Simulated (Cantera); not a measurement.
An isothermal, constant-pressure homogeneous reactor starts with 18.5 % H₂, 50.0 % O₂, 31.5 % N₂, at 975 K and 12000 Pa.

Model: the H2/O2 subset of GRI-Mech 3.0, which has no nitrogen chemistry, integrated in Cantera. Radical loss at walls, strong at low pressure, is not modelled. The temperature is held fixed by assumption; the heat of reaction is taken as removed at once.

x: mole fraction; the columns are a selection and need not sum to one.

```json
[
 {"t (s)": "0.000100", "x H₂": "0.185", "x O₂": "0.500", "x OH": "1.88e-10", "x H": "1.42e-9", "x HO₂": "6.33e-10"},
 {"t (s)": "0.000419", "x H₂": "0.185", "x O₂": "0.500", "x OH": "1.59e-6", "x H": "1.17e-5", "x HO₂": "2.24e-6"},
 {"t (s)": "0.00176", "x H₂": "___", "x O₂": "0.450", "x OH": "___", "x H": "___", "x HO₂": "___"},
 {"t (s)": "0.00737", "x H₂": "___", "x O₂": "0.449", "x OH": "___", "x H": "___", "x HO₂": "___"},
 {"t (s)": "0.0309", "x H₂": "0.000164", "x O₂": "0.449", "x OH": "2.90e-5", "x H": "2.89e-7", "x HO₂": "4.37e-6"},
 {"t (s)": "0.129", "x H₂": "8.97e-6", "x O₂": "0.449", "x OH": "1.09e-5", "x H": "6.42e-9", "x HO₂": "3.33e-7"},
 {"t (s)": "0.543", "x H₂": "1.43e-7", "x O₂": "0.449", "x OH": "3.71e-6", "x H": "9.45e-11", "x HO₂": "1.63e-8"},
 {"t (s)": "2.28", "x H₂": "1.74e-9", "x O₂": "0.449", "x OH": "1.52e-6", "x H": "5.07e-12", "x HO₂": "2.38e-9"},
 {"t (s)": "9.54", "x H₂": "2.92e-10", "x O₂": "0.449", "x OH": "7.00e-7", "x H": "<1e-12", "x HO₂": "7.52e-10"},
 {"t (s)": "40.0", "x H₂": "7.11e-11", "x O₂": "0.449", "x OH": "3.43e-7", "x H": "<1e-12", "x HO₂": "6.51e-10"}
]
```

### Question
What belongs in the gaps?

### Answer

- 0.00176, x H₂: 0.00540
- 0.00176, x OH: 0.000440
- 0.00176, x H: 0.000198
- 0.00176, x HO₂: 5.56e-5
- 0.00737, x H₂: 0.00108
- 0.00737, x OH: 8.03e-5
- 0.00737, x H: 5.72e-6
- 0.00737, x HO₂: 1.89e-5
